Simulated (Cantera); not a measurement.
Moist CO burnout

A perfectly stirred reactor is fed with CO : O2 : H2O : N2 = 0.0036 : 0.02 : 0.0074 : 1 (molar parts), at 4.54 atm; it is held at 1323 K, and followed from long to short residence time.

Model: GRI-Mech 3.0 (53 species, 325 reactions), integrated in Cantera.

```tsv
τ (s)	x CO	x O2	x H2O	x N2O	x HO2	x CO2
1.1	3.17e-5	0.0177	0.00719	7.54e-7	1.87e-7	0.00347
0.41	6.42e-5	0.0177	0.00718	1.16e-6	3.64e-7	0.00343
0.16	0.000125	0.0177	0.00718	1.53e-6	6.70e-7	0.00337
0.059	0.000252	0.0178	0.00718	1.68e-6	1.23e-6	0.00325
0.022	0.000488	0.0179	0.00717	1.53e-6	2.11e-6	0.00301
0.0085	0.000880	0.0181	0.00717	1.22e-6	3.25e-6	0.00262
0.0032	0.00148	0.0184	0.00716	8.42e-7	4.58e-6	0.00201
0.0012	0.00222	0.0188	0.00715	4.85e-7	5.74e-6	0.00127
0.00046	0.00288	0.0191	0.00714	2.17e-7	6.25e-6	0.000609
```
x: mole fraction; the columns are a selection and need not sum to one.
